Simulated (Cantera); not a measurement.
Charge: 1 mol PbO, 32 mol H2, 1 mol H2O, equilibrated at 1098.15 K and 0.140 bar.

Equilibrium computed with Cantera from the NASA thermochemical tables; the gas is ideal and each condensed phase is pure. Candidate condensed phases: H2O, Pb, PbO, PbO2, Pb3O4; 12 gas species. The numbers say what is thermodynamically allowed, not how fast it happens.

### Question
What is the equilibrium state?

### Answer
```json
{
 "x(H2)": "0.939",
 "x(H2O)": "0.0606",
 "x(Pb)": "0.000837",
 "n(Pb(l))": "0.972 mol",
 "gas_amount": "33.03 mol",
 "log10 activity of PbO2(s) (absent)": "-17.35"
}
```
